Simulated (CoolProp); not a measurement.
A single-stage vapour-compression cycle with the fluid: evaporating at 269.15 K (dew point), condensing at 300.15 K (bubble point), superheat 10 K, subcooling 0 K, compressor efficiency 0.75, no pressure losses. The same conditions are run with several fluids, on thermodynamics alone (safety and materials aside).

Values from CoolProp's reference Helmholtz-energy equation of state of each fluid (R404A: Lemmon 2003; isobutene: Lemmon 2005; propylene: Lemmon 2013; dimethyl ether: Wu 2011; hydrogen sulfide: Lemmon 2006; R1336mzz(E): Akasaka 2023). Blends and air are pseudo-pure fits.

| fluid | cooling COP | pressure ratio | discharge temperature (K) | refrigerating effect (kJ/kg) | volumetric capacity (kJ/m³) |
|---|---|---|---|---|---|
| R404A | 5.19 | 2.51 | 319.2 | 134 | 3380 |
| isobutene | 5.80 | 2.85 | 319.0 | 333 | 954 |
| propylene | 5.50 | 2.34 | 325.2 | 321 | 3340 |
| dimethyl ether | 5.75 | 2.70 | 329.8 | 381 | 1850 |
| hydrogen sulfide | 5.44 | 2.31 | 361.0 | 415 | 6150 |
| R1336mzz(E) | 5.66 | 3.40 | 310.5 | 129 | 575 |
